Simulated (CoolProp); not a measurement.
Properties of CH3F (R41) along the isotherm 215.9 K.

The numbers come from the reference Helmholtz-energy equation of state, Lemmon 2006 in CoolProp. It is a short technical equation, of lower accuracy than the large ones.

```json
[
 {"p (kPa)": "1640", "phase": "liquid", "density (kg/m³)": "837.7", "cp (kJ/(kg K))": "2.110"},
 {"p (kPa)": "3280", "phase": "liquid", "density (kg/m³)": "840.6", "cp (kJ/(kg K))": "?"},
 {"p (kPa)": "4920", "phase": "liquid", "density (kg/m³)": "?", "cp (kJ/(kg K))": "?"},
 {"p (kPa)": "6560", "phase": "liquid", "density (kg/m³)": "846.2", "cp (kJ/(kg K))": "?"},
 {"p (kPa)": "8200", "phase": "liquid", "density (kg/m³)": "848.9", "cp (kJ/(kg K))": "?"},
 {"p (kPa)": "9840", "phase": "liquid", "density (kg/m³)": "?", "cp (kJ/(kg K))": "2.060"},
 {"p (kPa)": "11500", "phase": "liquid", "density (kg/m³)": "854.0", "cp (kJ/(kg K))": "2.052"},
 {"p (kPa)": "13100", "phase": "liquid", "density (kg/m³)": "?", "cp (kJ/(kg K))": "2.044"},
 {"p (kPa)": "14800", "phase": "liquid", "density (kg/m³)": "?", "cp (kJ/(kg K))": "2.036"}
]
```

Task: Some entries are withheld; supply them.

Result: 
- 3280, cp (kJ/(kg K)): 2.099
- 4920, density (kg/m³): 843.5
- 4920, cp (kJ/(kg K)): 2.088
- 6560, cp (kJ/(kg K)): 2.078
- 8200, cp (kJ/(kg K)): 2.069
- 9840, density (kg/m³): 851.4
- 13100, density (kg/m³): 856.4
- 14800, density (kg/m³): 858.9
